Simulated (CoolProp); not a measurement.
A single-stage vapour-compression cycle with R236FA: evaporating at 234.15 K (dew point), condensing at 254.15 K (bubble point), superheat 0 K, subcooling 5 K, compressor efficiency 0.65, no pressure losses. Each further row changes one setting.

Computed with CoolProp (reference Helmholtz-energy equation of state, Pan 2012).

| case | cooling COP | pressure ratio | discharge temperature (K) | refrigerating effect (kJ/kg) | volumetric capacity (kJ/m³) |
|---|---|---|---|---|---|
| as stated | 7.32 | 2.96 | 264.6 | 160 | 197 |
| evaporating temperature 239.15 K | 10.2 | ? | 261.6 | ? | 264 |
| condensing temperature 249.15 K | 9.95 | 2.30 | 257.5 | 166 | 204 |
| subcooling 10 K | 7.58 | 2.96 | 264.6 | 166 | 204 |
| superheat 10 K | 7.33 | 2.96 | 275.1 | 167 | 197 |
| compressor efficiency 0.55 | ? | 2.96 | 269.7 | 160 | 197 |

Question: Fill in the missing entries.

Answer: 
- evaporating temperature 239.15 K, pressure ratio: 2.21
- evaporating temperature 239.15 K, refrigerating effect (kJ/kg): 163
- compressor efficiency 0.55, cooling COP: 6.19
